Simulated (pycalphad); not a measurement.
All values are pycalphad results on the COST 507 light-alloy database (1999) (1 atm), not direct measurements. These are 1990s assessments: newer ones move some temperatures and phases. Kinetics are ignored, which matters at the lower temperatures.

Molar enthalpy of Hf-76.7B (at.%) in equilibrium (SER reference):

| T (K) | H (kJ/mol) | phases |
|---|---|---|
| 3900 | 121.65 | LIQUID |
| 3700 | 114.78 | LIQUID |
| 3600 | 111.35 | LIQUID |
| 3500 | 86.07 | LIQUID + B2M |
| 3300 | 48.75 | LIQUID + B2M |
| 3100 | 31.13 | B2M + LIQUID |
| 2900 | 18.90 | B2M + LIQUID |
| 2700 | 9.15 | B2M + LIQUID |
| 2500 | 0.88 | B2M + LIQUID |
| 2300 | -22.14 | B2M + BETA_RHOMBO_B |
| 2200 | -25.14 | B2M + BETA_RHOMBO_B |
| 2100 | -28.12 | B2M + BETA_RHOMBO_B |
| 1900 | -33.99 | B2M + BETA_RHOMBO_B |
| 1700 | -39.74 | B2M + BETA_RHOMBO_B |
| 1500 | -45.38 | B2M + BETA_RHOMBO_B |
| 1300 | -50.87 | B2M + BETA_RHOMBO_B |
| 1100 | -56.21 | B2M + BETA_RHOMBO_B |
| 900 | -61.36 | B2M + BETA_RHOMBO_B |
| 700 | -66.25 | B2M + BETA_RHOMBO_B |
| 500 | -70.75 | B2M + BETA_RHOMBO_B |

Cooling from 3600 K to 2300 K, across the freezing range, releases 133.5 kJ/mol, or 2680 J/g. The slope is 34 J/(mol K) in the liquid and 30 J/(mol K) just below the solidus, where it includes any heat of precipitation. Liquidus 3553 K, solidus 2338 K. Changes were sought between steps of 100 K, so a narrower field can be missed.

Database names, with the compositions (at.%) that they take in these runs: B2M: B 67 Hf 33. BETA_RHOMBO_B is β-boron.
